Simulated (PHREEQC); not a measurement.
0.24 g of hydrous ferric oxide (600 m²/g; 0.2 weak and 0.005 strong sites per Fe, Dzombak-Morel constants, diffuse double layer) in 1 kg of water with 0.1 mol/kgw of an inert sodium salt and 0.00048 mol/kgw H3BO3 and 6.3e-07 mol/kgw Na2SO4, at 25 °C; the pH is set by adding NaOH or the inert anion's acid. O2 is buffered at 0.21 atm. The system is closed to CO2. Nothing may precipitate in this run.

Equilibrium calculation in PHREEQC: ion-association model, wateq4f.dat.

| pH | B sorbed (%) | S sorbed (%) | surface charge σ (C/m²) | surface potential ψ (mV) |
|---|---|---|---|---|
| 3 | 0.0 | 98.7 | 0.363 | 152 |
| 3.5 | 0.0 | 98.6 | 0.349 | 151 |
| 4 | 0.0 | 98.1 | (withheld) | 146 |
| 4.5 | 0.1 | 96.8 | 0.272 | (withheld) |
| 5 | 0.1 | (withheld) | 0.214 | (withheld) |
| 5.5 | 0.1 | 81.7 | 0.158 | 111 |
| 6 | 0.1 | 54.7 | 0.111 | 93 |
| 6.5 | 0.2 | 21.4 | 0.074 | 74 |
| 7 | 0.2 | 4.9 | 0.045 | 52 |
| 7.5 | 0.2 | 0.9 | (withheld) | 29 |
| 8 | 0.2 | 0.1 | 0.004 | 5 |
| 8.5 | 0.1 | 0.0 | (withheld) | -19 |
| 9 | 0.1 | 0.0 | -0.034 | -42 |
| 9.5 | 0.0 | 0.0 | (withheld) | (withheld) |
| 10 | 0.0 | 0.0 | -0.094 | -85 |
| 10.5 | 0.0 | 0.0 | -0.137 | -103 |
| 11 | 0.0 | 0.0 | -0.190 | -120 |

Task: Complete the blanks.

Result: 
- 4, surface charge σ (C/m²): 0.320
- 4.5, surface potential ψ (mV): 138
- 5, S sorbed (%): 93.0
- 5, surface potential ψ (mV): 126
- 7.5, surface charge σ (C/m²): 0.022
- 8.5, surface charge σ (C/m²): -0.014
- 9.5, surface charge σ (C/m²): -0.060
- 9.5, surface potential ψ (mV): -65

The oxide is taken as insoluble; below pH 4 it would dissolve.
